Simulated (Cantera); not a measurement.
An isothermal, constant-pressure homogeneous reactor starts with N2O : O2 = 1 : 0.18 (molar parts), at 1325 K and 0.0310 bar. Integrator tolerance rtol = 1e-08.

Detailed kinetics in Cantera: GRI-Mech 3.0 (53 species, 325 reactions). GRI-Mech 3.0 was tuned for natural gas; its chemistry of N2O as a main component is partial and can be far from experiment. Radical loss at walls, strong at low pressure, is not modelled. The mechanism lacks the step 2 NO + O2 → 2 NO2, which can matter for NO2 below about 1400 K. The temperature is held fixed by assumption; the heat of reaction is taken as removed at once.

Question: What does this change do: pressure from 0.0310 bar to 0.133 bar?

Answer: 
```
quantity                                           before                                     after
---------------  ----------------------------------------  ----------------------------------------
x(N2O) at 100 s   1.17e-5 (gas-phase equilibrium 5.64e-9)   2.02e-6 (gas-phase equilibrium 1.17e-8)
x(O2) at 100 s        0.358 (gas-phase equilibrium 0.404)       0.361 (gas-phase equilibrium 0.404)
x(N2) at 100 s        0.549 (gas-phase equilibrium 0.595)       0.551 (gas-phase equilibrium 0.595)
x(O) at 100 s     9.53e-7 (gas-phase equilibrium 1.00e-6)   4.57e-7 (gas-phase equilibrium 4.83e-7)
x(NO2) at 100 s  0.000207 (gas-phase equilibrium 1.35e-6)  0.000410 (gas-phase equilibrium 2.79e-6)
x(NO) at 100 s    0.0927 (gas-phase equilibrium 0.000563)   0.0876 (gas-phase equilibrium 0.000563)
```

Question: What does this change do: temperature 1325 to 1500 K?

Answer: 
```tsv
quantity	before	after
x(N2O) at 100 s	1.17e-5 (gas-phase equilibrium 5.64e-9)	5.57e-6 (gas-phase equilibrium 1.39e-8)
x(O2) at 100 s	0.358 (gas-phase equilibrium 0.404)	0.333 (gas-phase equilibrium 0.404)
x(N2) at 100 s	0.549 (gas-phase equilibrium 0.595)	0.524 (gas-phase equilibrium 0.594)
x(O) at 100 s	9.53e-7 (gas-phase equilibrium 1.00e-6)	1.35e-5 (gas-phase equilibrium 1.47e-5)
x(NO2) at 100 s	0.000207 (gas-phase equilibrium 1.35e-6)	0.000169 (gas-phase equilibrium 1.93e-6)
x(NO) at 100 s	0.0927 (gas-phase equilibrium 0.000563)	0.143 (gas-phase equilibrium 0.00148)
```
